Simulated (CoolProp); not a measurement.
A simple Rankine cycle with dimethyl carbonate: condensing at 332.15 K, boiler at 3.73 MPa, turbine inlet 552.9 K, turbine efficiency 0.6, pump efficiency 0.6, no recuperator. Each further row changes one setting.

Computed with CoolProp (reference Helmholtz-energy equation of state, Zhou 2011).

| case | thermal efficiency (%) | net work (kJ/kg) | heat in (kJ/kg) | turbine exit temperature (K) | volume ratio over the turbine |
|---|---|---|---|---|---|
| as stated | 15.7 | (withheld) | 665 | 447.8 | 140 |
| turbine inlet 572.9 K | 15.7 | 112 | 711 | 472.2 | 129 |
| condensing temperature 324.15 K | (withheld) | 111 | 680 | (withheld) | (withheld) |
| boiler pressure 2.61 MPa | 15.1 | (withheld) | 694 | 466.1 | (withheld) |
| turbine efficiency 0.5 | (withheld) | 85.8 | 665 | (withheld) | 144 |

Problem. What belongs in the gaps?

Solution. 
- as stated, net work (kJ/kg): 104
- condensing temperature 324.15 K, thermal efficiency (%): 16.4
- condensing temperature 324.15 K, turbine exit temperature (K): 443.2
- condensing temperature 324.15 K, volume ratio over the turbine: 193
- boiler pressure 2.61 MPa, net work (kJ/kg): 105
- boiler pressure 2.61 MPa, volume ratio over the turbine: 83.8
- turbine efficiency 0.5, thermal efficiency (%): 12.9
- turbine efficiency 0.5, turbine exit temperature (K): 459.5
